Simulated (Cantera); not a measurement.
## Thermodynamics of carbon deposition, reforming and gasification, feed CH4 + H2 + N2 + NH3

Feed: 1 mol CH4, a varied amount of H2, 23 mol N2, 0.011 mol NH3, at 74.0 mbar.

Cantera equilibrium calculation (NASA polynomials, part measured and part estimated; ideal gas, pure solids and liquids). Candidate condensed phases: C, C6H6, C7H8, C8H18; 92 gas species. Equilibrium is a limit: real reactors are often held back by kinetics, nucleation or transport.

Stable condensed phases:

```
T in K \ n(H2) in mol
         7.2  14  22  29  36  43  50  58  65  72
   2923    A   A   A   A   A   A   A   A   A   A
   2823    A   A   A   A   A   A   A   A   A   A
   2723    A   A   A   A   A   A   A   A   A   A
   2623    A   A   A   A   A   A   A   A   A   A
   2523    A   A   A   A   A   A   A   A   A   A
   2423    A   A   A   A   A   A   A   A   A   A
   2323    B   A   A   A   A   A   A   A   A   A
   2223    B   B   B   A   A   A   A   A   A   A
   2123    B   B   B   B   B   B   A   A   A   A
   2023    B   B   B   B   B   B   B   B   B   B
   1923    B   B   B   B   B   B   B   B   B   B
   1823    B   B   B   B   B   B   B   B   B   B
   1723    B   B   B   B   B   B   B   B   B   B
   1623    B   B   B   B   B   B   B   B   B   B
```

A: gas only; B: C.
